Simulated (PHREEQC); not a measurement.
Silver or lead bath (model solution)

A solution holds 0.039 mol/kgw AgF, 4e-05 mol/kgw HBF4 and 0.0074 mol/kgw Cu(NO3)2, at 65 °C. Closed to the air; pH follows from the charge balance.

Computed with PHREEQC (ion-association model, wateq4f.dat).

This is a speciation only: nothing precipitates in the calculation.

Predict the pH, ionic strength.

pH 5.14; ionic strength 0.0552 mol/kgw.

In which forms is F present?

F- 90 %, CuF+ 4.8 %, AgF 2.8 %, HF 1.7 %, HF2- 0.5 % of the F.

Examples of supersaturated solids here: Cu(OH)2, Cu2(OH)3NO3. Others may be too. At this temperature some constants are extrapolated from 25 °C, and those without enthalpy data are left unchanged. Real BF4- forms and hydrolyses slowly; the run takes it at equilibrium.
